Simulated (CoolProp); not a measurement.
Vapour-liquid equilibrium of neopentane (1) + n-pentane (2) at 92.05 °C; x and y are mole fractions of (1).

The numbers come from the multi-fluid Helmholtz-energy mixture model, Lemmon 2006 and Thol 2019; pair parameters Bell 2016 in CoolProp.

```
x     bubble pressure, mixture model (bar)  bubble pressure, Raoult's law (bar)  y, mixture model  y, Raoult's law
----  ------------------------------------  -----------------------------------  ----------------  ---------------
0.05                                 5.162                                5.169             0.085            0.092
0.15                                 5.610                                5.628             0.235            0.254
0.25                                 6.059                                6.087             0.366            0.391
0.35                                 6.512                                6.546             0.480            0.509
0.45                                 6.966                                7.005             0.582            0.612
0.55                                 7.423                                7.464             0.673            0.702
0.65                                 7.882                                7.923             0.756            0.782
0.75                                 8.346                                8.382             0.832            0.853
0.85                                 8.814                                8.841             0.902            0.916
0.95                                 9.289                                9.299             0.968            0.973
```

The largest gap from Raoult's law is -0.6 % in bubble pressure, at x = 0.45. No azeotrope shows between x = 0.05 and 0.95.

Pair parameters are fitted to limited data, so mixtures are less certain than the pure fluids.
